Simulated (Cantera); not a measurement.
Feed: 1 mol CH3Cl, 2.2 mol F2, 0.42 mol H2, held at 1.50e-5 bar.

Method: chemical equilibrium by Gibbs-energy minimisation in Cantera with the NASA 1993 tables (ideal gas, pure condensed phases). Candidate condensed phases: C, C6H6, C7H8, C8H18; 118 gas species. Gases not in the tables: C2F6 and larger saturated fluorocarbons. The numbers say what is thermodynamically allowed, not how fast it happens.

Problem. What share of the C ends up in condensed phases as a function of T (K), at 1675, 1875, 2075, 2275, 2475, 2675, 2875, 3075, 3275, 3475?

Solution. 
| T (K) | C condensed (%) | as |
|---|---|---|
| 1675 | 87.7 | C(graphite) |
| 1875 | 97.2 | C(graphite) |
| 2075 | 99.2 | C(graphite) |
| 2275 | 97.4 | C(graphite) |
| 2475 | 43.9 | C(graphite) |
| 2675 | 0.0 | - |
| 2875 | 0.0 | - |
| 3075 | 0.0 | - |
| 3275 | 0.0 | - |
| 3475 | 0.0 | - |
